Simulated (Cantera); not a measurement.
A closed system holds: 1 mol SiC, 0.2 mol C, 0.11 mol H2, equilibrated at 1.33 mbar.

Cantera equilibrium calculation (NASA polynomials, part measured and part estimated; ideal gas, pure solids and liquids). Candidate condensed phases: C, C6H6, C7H8, C8H18, Si, SiC; 87 gas species. Gases not in the tables: Si2H6 and higher silanes. Equilibrium is a limit: real reactors are often held back by kinetics, nucleation or transport. All values below are at 2125 K.

Base state: H2 0.892, H 0.0939, Si 0.0110, C2H2 (acetylene) 0.00149, SiC2 0.000788, Si2C 0.000495, SiH 0.000196, SiH2 1.57e-5 (mole fractions); condensed: C(graphite) + SiC(s).

What changes in the equilibrium state with this change: pressure from 1.33 mbar to 44.0 Pa?


| species | before | after |
|---|---|---|
| H2 | 0.892 | 0.806 |
| H | 0.0939 | 0.155 |
| Si | 0.0110 | 0.0334 |
| Si2C | 0.000495 | 0.00150 |
| Si2 | 1.28e-5 | 3.89e-5 |
| SiC2 | 0.000788 | 0.00239 |
| C(graphite), mol | 0.201 | 0.204 |
| SiC(s), mol | 0.998 | 0.995 |
